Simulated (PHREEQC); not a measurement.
A PHREEQC input (ion-association model, wateq4f.dat):

```
SOLUTION 1
  temp 25
  units mg/L
  pH 6.66
  pe 11.8
  Na 0.0193
  K 0.0472
  Ca 0.0671
  Mg 0.0161
  Cl 0.0553
  S(6) 0.145 as SO4
  Alkalinity 0.136 as HCO3 charge
  Cd 0.00144
  Cu(2) 0.000241
END
USE solution 1
EQUILIBRIUM_PHASES 1
  Quartz 0 0.5
  Gypsum 0 0
  CO2(g) -2 10
END
```

It stops with these messages:

```
ERROR: Alkalinity cannot be used with charge balance or solution phase boundary constraints.
ERROR: Program terminating due to input errors.
```

The fault: charge balance asked on alkalinity. The line should read `as HCO3` where the input has `as HCO3 charge`. With the mend the run ends at pH 4.95 and ionic strength 2.20e-5 mol/kgw.
